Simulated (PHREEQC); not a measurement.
Make-up at 20 °C: 0.013 mol CdCl2 per kg of water. Closed to the air; pH follows from the charge balance.

All values are PHREEQC results (ion-association model, phreeqc.dat), not measurements.

| Property | Value |
|---|---|
| pH | 5.85 |
| ionic strength | 0.0255 mol/kgw |

| species | molality | activity | log γ |
|---|---|---|---|
| Cl- | 0.0191 | 0.0163 | -0.067 |
| Cd+2 | 0.00641 | 0.00350 | -0.263 |
| CdCl+ | 0.00623 | 0.00536 | -0.066 |
| CdCl2 | 0.000355 | 0.000357 | 0.003 |
| CdCl3- | 3.96e-6 | 3.41e-6 | -0.066 |
| H+ | 1.59e-6 | 1.40e-6 | -0.055 |
| CdOHCl | 1.41e-6 | 1.42e-6 | 0.003 |
| CdOH+ | 1.66e-7 | 1.42e-7 | -0.066 |
| Cd2OH+3 | 1.01e-8 | 2.60e-9 | -0.592 |
| OH- | 5.72e-9 | 4.88e-9 | -0.068 |

No solid was allowed to form. Species that the database lacks are ignored.
